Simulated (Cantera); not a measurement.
An adiabatic, constant-pressure homogeneous reactor starts with H2 : O2 : N2 = 1 : 1.52 : 5.7 (molar parts), equivalence ratio 0.33, at 1700 K and 1.90 bar. Integrator tolerance rtol = 1e-08.

Cantera simulation using the H2/O2 subset of GRI-Mech 3.0, which has no nitrogen chemistry; the numbers are that mechanism's predictions, not measurements.

```
quantity                                                            before                                      after
---------------------------------  ---------------------------------------  -----------------------------------------
time of steepest temperature rise                                  4.94 µs                                    1.86 µs
temperature at 4.00 s                                               2465 K                                     2484 K
equilibrium temperature                                             2465 K                                     2484 K
x(H2) at 4.00 s                    0.00125 (gas-phase equilibrium 0.00125)  0.000851 (gas-phase equilibrium 0.000851)
x(O2) at 4.00 s                        0.128 (gas-phase equilibrium 0.128)        0.129 (gas-phase equilibrium 0.129)
x(HO2) at 4.00 s                   1.16e-5 (gas-phase equilibrium 1.16e-5)    1.58e-5 (gas-phase equilibrium 1.58e-5)
x(H2O) at 4.00 s                       0.122 (gas-phase equilibrium 0.122)        0.123 (gas-phase equilibrium 0.123)
x(O) at 4.00 s                     0.00317 (gas-phase equilibrium 0.00317)    0.00216 (gas-phase equilibrium 0.00216)
x(H2O2) at 4.00 s                  3.93e-7 (gas-phase equilibrium 3.93e-7)    6.74e-7 (gas-phase equilibrium 6.74e-7)
x(OH) at 4.00 s                      0.0108 (gas-phase equilibrium 0.0108)    0.00906 (gas-phase equilibrium 0.00906)
```

Q: What was changed between the two runs?
A. constant volume in place of constant pressure
B. O2 1.52 to 0.64 parts
C. initial temperature 1700 to 1525 K
D. pressure from 1.90 bar to 5.00 bar

A: D, pressure from 1.90 bar to 5.00 bar
